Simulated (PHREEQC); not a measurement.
Model water analysis in mg/kgw, 20 °C, pH 3.37, pe 9.5: Na 45.3; K 9.88; Ca 75.6; Mg 3.12; Cl 36.2; S(6) as SO4 284; Fe(3) 0.362.

Valence states are taken as typed.

All values are PHREEQC results (ion-association model, phreeqc.dat), not measurements.

Task: The ionic strength comes out as 0.0103 mol/kgw. What activity coefficients do FeSO4+, HSO4-, SO4-2, NaSO4-, Na+ get?

Result: FeSO4+ 0.90, HSO4- 0.90, SO4-2 0.67, NaSO4- 0.90, Na+ 0.90.

This is a speciation only: nothing precipitates in the calculation. Examples of supersaturated solids here: Hematite (slow to form), Goethite (slow to form). Others may be too. Complexes and solids missing from the database can't appear.
